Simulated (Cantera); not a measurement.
Input: 1 mol SiH₂Cl₂, 0.25 mol C₂H₄, 130 mol H₂, equilibrated at 1598.15 K and 0.00133 bar.

Cantera equilibrium calculation (NASA polynomials, part measured and part estimated; ideal gas, pure solids and liquids). Candidate condensed phases: C, C₆H₆, C₇H₈, C₈H₁₈, Si, SiC; 109 gas species. Mutual solubility and eutectic melting of coexisting phases are not modelled. The tables' values for SiCl are old estimates; treat these amounts as uncertain. The numbers say what is thermodynamically allowed, not how fast it happens.

Base state: H₂ 0.984, HCl 0.0137, H 0.00145, SiCl₂ 0.000660, Si 7.04e-5, Cl 1.60e-5, SiCl 1.18e-5 (mole fractions); condensed: Si(s) + SiC(s).

Problem. What changes in the equilibrium state with this change: SiH₂Cl₂ replaced by CH₃SiCl₃?

Solution. 
| species | before | after |
|---|---|---|
| H₂ | 0.984 | 0.976 |
| HCl | 0.0137 | 0.0224 |
| H | 0.00145 | 0.00144 |
| SiCl₂ | 0.000660 | 1.85e-5 |
| C₂H₂ (acetylene) | 2.90e-9 | 2.63e-5 |
| Si | 7.04e-5 | 7.35e-7 |
| SiCl | 1.18e-5 | 2.02e-7 |
| Cl | 1.60e-5 | 2.62e-5 |
| Si(s), mol | 0.400 | 0 |
| SiC(s), mol | 0.500 | 0.997 |
| C(graphite), mol | 0 | 0.495 |
The feed counts by its element totals alone.
